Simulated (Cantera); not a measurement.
**Silicon etching in halogen gases: Si + NF3 + N2**

A closed system holds: 1 mol Si, 6.3 mol NF3, 0.5 mol N2, at 19.0 Pa.

Method: chemical equilibrium by Gibbs-energy minimisation in Cantera with the NASA 1993 tables (ideal gas, pure condensed phases). Candidate condensed phases: Si, Si3N4; 16 gas species. Equilibrium is a limit: real reactors are often held back by kinetics, nucleation or transport.

From 748 K to 1648 K nothing is condensed. The main Si-bearing gas is SiF4 throughout.

```json
[
 {"T (K)": "748", "x F": "0.176", "x F2": "0.471", "x N2": "0.275", "x SiF4": "0.0756", "x NF3": "0.00256", "x NF2": "3.45e-8"},
 {"T (K)": "848", "x F": "0.527", "x F2": "0.190", "x N2": "0.222", "x SiF4": "0.0609", "x NF3": "4.94e-5", "x NF2": "2.39e-8"},
 {"T (K)": "948", "x F": "0.724", "x F2": "0.0307", "x N2": "0.192", "x SiF4": "0.0527", "x NF3": "4.28e-7", "x NF2": "6.03e-9"},
 {"T (K)": "1048", "x F": "0.757", "x F2": "0.00455", "x N2": "0.188", "x SiF4": "0.0514", "x NF3": "5.07e-9", "x NF2": "1.34e-9"},
 {"T (K)": "1148", "x F": "0.761", "x F2": "0.000883", "x N2": "0.187", "x SiF4": "0.0512", "x NF3": "1.20e-10", "x NF2": "3.68e-10"},
 {"T (K)": "1248", "x F": "0.762", "x F2": "0.000220", "x N2": "0.187", "x SiF4": "0.0512", "x NF3": "5.11e-12", "x NF2": "1.23e-10"},
 {"T (K)": "1348", "x F": "0.762", "x F2": "6.70e-5", "x N2": "0.187", "x SiF4": "0.0512", "x NF3": "<1e-12", "x NF2": "4.82e-11"},
 {"T (K)": "1448", "x F": "0.762", "x F2": "2.40e-5", "x N2": "0.187", "x SiF4": "0.0512", "x NF3": "<1e-12", "x NF2": "2.14e-11"},
 {"T (K)": "1548", "x F": "0.762", "x F2": "9.80e-6", "x N2": "0.187", "x SiF4": "0.0512", "x NF3": "<1e-12", "x NF2": "1.06e-11"},
 {"T (K)": "1648", "x F": "0.762", "x F2": "4.45e-6", "x N2": "0.187", "x SiF4": "0.0512", "x NF3": "<1e-12", "x NF2": "5.68e-12"}
]
```
x: gas mole fraction; nothing condenses.
